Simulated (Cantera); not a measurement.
**Equilibrium for carbon deposition, reforming and gasification: CH3OH + H2O + N2**

Feed: 1 mol CH3OH, 1.6 mol H2O, 2.8 mol N2, at 27.0 mbar.

Cantera equilibrium calculation (NASA polynomials, part measured and part estimated; ideal gas, pure solids and liquids). Candidate condensed phases: C, C6H6, C7H8, C8H18, H2O; 136 gas species. Kinetics and transport are ignored.

From 2023 K to 2323 K nothing is condensed. The main C-bearing gas is CO throughout.

```csv
T (K),x N2,x H2,x H2O,x CO,x H,x CO2
2023,0.377,0.284,0.198,0.117,0.00616,0.0175
2073,0.377,0.282,0.198,0.118,0.00850,0.0170
2123,0.376,0.280,0.197,0.118,0.0116,0.0165
2173,0.375,0.277,0.197,0.118,0.0155,0.0161
2223,0.374,0.274,0.196,0.118,0.0204,0.0157
2273,0.373,0.270,0.194,0.118,0.0266,0.0153
2323,0.371,0.266,0.192,0.118,0.0342,0.0150
```
x: gas mole fraction; nothing condenses.
